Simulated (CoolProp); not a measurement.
Properties of sulfur hexafluoride at several states (Tc = 45.6 °C, pc = 37.55 bar, ω = 0.210).

Model: reference Helmholtz-energy equation of state, Guder 2009, in CoolProp.

```json
[
 {"T (°C)": "227.05", "p (bar)": "23.4", "phase": "gas", "density (kg/m³)": "85.28", "expansivity (1/kK)": "2.374"},
 {"T (°C)": "9.35", "p (bar)": "83.8", "phase": "liquid", "density (kg/m³)": "1590", "expansivity (1/kK)": "3.674"},
 {"T (°C)": "286.85", "p (bar)": "5.4", "phase": "gas", "density (kg/m³)": "17.02", "expansivity (1/kK)": "1.837"},
 {"T (°C)": "-7.45", "p (bar)": "74.7", "phase": "liquid", "density (kg/m³)": "1675", "expansivity (1/kK)": "3.210"},
 {"T (°C)": "227.65", "p (bar)": "0.195", "phase": "gas", "density (kg/m³)": "0.6842", "expansivity (1/kK)": "2.000"},
 {"T (°C)": "317.95", "p (bar)": "176", "phase": "supercritical", "density (kg/m³)": "519.7", "expansivity (1/kK)": "2.441"}
]
```
